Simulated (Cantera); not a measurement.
A perfectly stirred reactor is fed with CH4 : O2 : N2 = 1 : 1.18 : 4.42 (molar parts), at 0.770 bar; it is adiabatic with a 598 K inlet, and is followed from long to short residence time, starting on the burning branch (τ in s: 0.083, 0.03, 0.011, 0.0038, 0.0014, 0.0005, 0.00018, 6.4e-05, 2.3e-05, 8.3e-06).

Model: GRI-Mech 3.0 (53 species, 325 reactions), integrated in Cantera.

Problem. Predict: blow-out, bracketed by the residence times tried; x(CH4) at τ = 83.0 ms; x(O2) at τ = 83.0 ms; x(C2H2) at τ = 83.0 ms; x(CO2) at τ = 83.0 ms; x(CH2CO) at τ = 83.0 ms; x(CH4) at τ = 0.500 ms; x(O2) at τ = 0.500 ms.

Solution. 
- blow-out, bracketed by the residence times tried: burning at 1.40 ms, out at 0.500 ms
- x(CH4) at τ = 83.0 ms: 0.00171
- x(O2) at τ = 83.0 ms: 0.000222
- x(C2H2) at τ = 83.0 ms: 0.000970
- x(CO2) at τ = 83.0 ms: 0.0312
- x(CH2CO) at τ = 83.0 ms: 4.72e-6
- x(CH4) at τ = 0.500 ms: 0.152
- x(O2) at τ = 0.500 ms: 0.179
